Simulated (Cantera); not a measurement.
**Ignition delay**

Mixture: CH4 : O2 : N2 = 1 : 1.11 : 4.18 (molar parts), equivalence ratio 1.8, at 1.00 bar, adiabatic and at constant volume. Ignition delay is the time to a rise of 400 K.

Cantera simulation using GRI-Mech 3.0 (53 species, 325 reactions); the numbers are that mechanism's predictions, not measurements.

```json
[
 {"T0 (K)": "1150", "delay (ms)": "125"},
 {"T0 (K)": "1225", "delay (ms)": "41.8"},
 {"T0 (K)": "1300", "delay (ms)": "15.1"},
 {"T0 (K)": "1375", "delay (ms)": "5.86"},
 {"T0 (K)": "1450", "delay (ms)": "2.43"},
 {"T0 (K)": "1525", "delay (ms)": "1.08"},
 {"T0 (K)": "1600", "delay (ms)": "0.525"},
 {"T0 (K)": "1675", "delay (ms)": "0.276"},
 {"T0 (K)": "1750", "delay (ms)": "0.157"}
]
```

The apparent activation energy between 1600 and 1750 K is 190 kJ/mol.
